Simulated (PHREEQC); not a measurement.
Make-up at 25 °C: 0.003 mol/kgw CdCl2, 0.0032 mol/kgw NaCl and 4.5e-05 mol/kgw MnSO4. Closed to the air; pH follows from the charge balance.

Model: ion-association model, wateq4f.dat, run in PHREEQC.

Precipitation was switched off in this run.

**Question.** Order these S species by the share of S that they hold, largest first: SO4-2, NaSO4-, CdSO4, MnSO4.

**Answer.** SO4-2 (79 %), CdSO4 (20 %), NaSO4- (0.84 %), MnSO4 (0.28 %)

**Question.** Order these Cd species by the share of Cd that they hold, largest first: CdCl2, CdCl+, Cd+2, CdSO4.

**Answer.** Cd+2 (65 %), CdCl+ (33 %), CdCl2 (0.92 %), CdSO4 (0.29 %)

The pH is 6.17 and the ionic strength 0.0103 mol/kgw. Complexes and solids missing from the database can't appear.
